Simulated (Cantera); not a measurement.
A freely propagating, adiabatic, planar premixed flame of H2 : O2 : N2 : H2O = 1 : 0.185 : 0.667 : 0.064 (molar parts), unburnt at 348 K and 1.01 bar; mixture-averaged transport, grid criteria slope 0.08 and curve 0.16, no radiation.

Cantera simulation using the H2/O2 subset of GRI-Mech 3.0, which has no nitrogen chemistry; the numbers are that mechanism's predictions, not measurements. Burning velocities carry a grid error of a few per cent, more on coarse grids.

Q: What does this change do: N2 0.667 to 0.52 parts?

A: 
```
quantity                    before     after
------------------------  --------  --------
laminar burning velocity  302 cm/s  367 cm/s
thermal thickness         0.357 mm  0.345 mm
peak x(HO2)               0.000439  0.000489
peak x(H2O2)               6.66e-5   7.04e-5
peak x(OH)                 0.00116   0.00159
```

Q: What does this change do: O2 0.185 to 0.14 parts?

A: 
```csv
quantity,before,after
laminar burning velocity,302 cm/s,163 cm/s
thermal thickness,0.357 mm,0.447 mm
peak x(HO2),0.000439,0.000314
peak x(H2O2),6.66e-5,5.47e-5
peak x(OH),0.00116,0.000279
```
